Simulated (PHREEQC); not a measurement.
# Geothermal or formation water

Model water analysis in mg/kgw, 40 °C, pH 6.37, pe 8.5: Na 2720; K 112; Ca 139; Mg 243; Cl 3880; S(6) as SO4 1020; Alkalinity as HCO3 805; Cu(2) 139; F 0.648; Li 1.58.

Valence states are taken as typed.

Computed with PHREEQC (ion-association model, wateq4f.dat).

No solid was allowed to form.

Estimate the ionic strength.

ionic strength 0.157 mol/kgw.

In which forms is Na present?

Na+ 99 %, NaSO4- 1.1 % of the Na.

The solution is supersaturated, for example in Malachite, Atacamite, so a real one may precipitate; this is no full list. Constants without temperature data keep their 25 °C values here.
